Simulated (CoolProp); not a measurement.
Methane at 331.16 K and 0.452 MPa is compressed adiabatically to 1.72 MPa with isentropic efficiency 0.6. Each further row changes one setting.

Model: reference Helmholtz-energy equation of state, Setzmann 1991, in CoolProp.

```tsv
case	work (kJ/kg)	final temperature (K)	final density (kg/m³)
as stated	441	502.0	6.61
efficiency 1	265	439.4	7.58
efficiency 0.65	407	490.3	6.77
```
